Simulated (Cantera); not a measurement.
A Cantera script and what it prints.

```python
import numpy as np
import cantera as ct

gas_names = """
    H HO2 H2 H2O H2O2 O OH O2 O3 Pb PbO Pb2
""".split()
cond_names = """
    H2O(s) H2O(L) Pb(cr) Pb(L) PbO(rd) PbO(yw) PbO(L) PbO2(s) Pb3O4(s)
""".split()


def load(file, names, dense=False):
    # The tables refer to 1 bar. Condensed volumes are neglected.
    table = {s.name: s for s in ct.Species.list_from_file(file)}
    out = []
    for n in names:
        d = dict(table[n].input_data)
        d["thermo"] = dict(d["thermo"], **{"reference-pressure": 1e5})
        if dense:
            d["equation-of-state"] = {"model": "constant-volume", "density": "1e6 g/cm^3"}
        out.append(ct.Species.from_dict(d))
    return out


gas = ct.Solution(thermo="ideal-gas", species=load("nasa_gas.yaml", gas_names))
cond = {s.name: ct.Solution(thermo="fixed-stoichiometry", species=[s], name=s.name)
        for s in load("nasa_condensed.yaml", cond_names, dense=True)}
atoms = {
    'PbO': {'Pb': 1, 'O': 1},
    'H2': {'H': 2},
}
top_T = {'Pb3O4(s)': 820}  # K; cautious upper limits of use, not melting points


def equilibrate(T, P, feed):
    n = {}
    for name, mol in feed.items():
        for a, k in atoms[name].items():
            n[a] = n.get(a, 0.0) + k * mol
    gas.TPX = T, P, n
    mass = sum(n.values()) * gas.mean_molecular_weight
    gas.equilibrate("TP")
    valid = [c for c in cond.values() if c.min_temp <= T <= top_T.get(c.name, c.max_temp)]
    mix = ct.Mixture([(gas, mass / gas.mean_molecular_weight)] + [(c, 0.0) for c in valid])
    mix.T, mix.P = T, P
    mix.equilibrate("TP", solver="vcs", rtol=1e-11, max_steps=5000)
    return mix


results = []
feed = {'PbO': 1, 'H2': 2.2}  # mol
P = 133.322  # Pa
for T in [1098, 1148, 1198, 1248, 1298, 1348, 1398, 1448, 1498, 1548, 1598, 1648, 1698]:
    mix = equilibrate(T, P, feed)
    results.append((T, P, feed, dict(zip(mix.species_names, mix.species_moles))))

top = {s: max(r[3][s] / sum(r[3][g] for g in gas_names) for r in results) for s in gas_names}
cols = sorted((s for s in top if top[s] > 1e-06), key=lambda s: -top[s])[:5]
seen = [c for c in cond_names if any(r[3].get(c, 0) > 1e-12 for r in results)]
print("log10 of partial pressures in bar; condensed amounts in mol")
print(f"{'T/K':>10s}" + "".join(f"{s[:9]:>10s}" for s in cols + seen))
for T, P, feed, n in results:
    ng = sum(n[g] for g in gas_names)
    print(f"{T:10.4g}" + "".join(f"{np.log10(max(n[s] / ng * P / 1e5, 1e-99)):10.3f}" for s in cols)
          + "".join(f"{n.get(c, 0):10.4g}" for c in seen))
```

Output:

```
log10 of partial pressures in bar; condensed amounts in mol
       T/K        H2       H2O        Pb         H       PbO     Pb(L)
      1098    -3.178    -3.257    -3.933    -9.196    -8.999    0.7887
      1148    -3.241    -3.320    -3.553    -8.765    -8.365    0.4145
      1198    -3.301    -3.380    -3.380    -8.372    -7.960         0
      1248    -3.301    -3.380    -3.380    -7.981    -7.745         0
      1298    -3.301    -3.380    -3.380    -7.621    -7.546         0
      1348    -3.301    -3.380    -3.380    -7.286    -7.362         0
      1398    -3.301    -3.380    -3.380    -6.976    -7.191         0
      1448    -3.301    -3.380    -3.380    -6.686    -7.032         0
      1498    -3.301    -3.380    -3.380    -6.415    -6.883         0
      1548    -3.301    -3.381    -3.381    -6.162    -6.744         0
      1598    -3.302    -3.381    -3.381    -5.925    -6.613         0
      1648    -3.302    -3.381    -3.381    -5.701    -6.491         0
      1698    -3.303    -3.381    -3.381    -5.491    -6.375         0
```

Cantera equilibrium calculation (NASA polynomials, part measured and part estimated; ideal gas, pure solids and liquids).
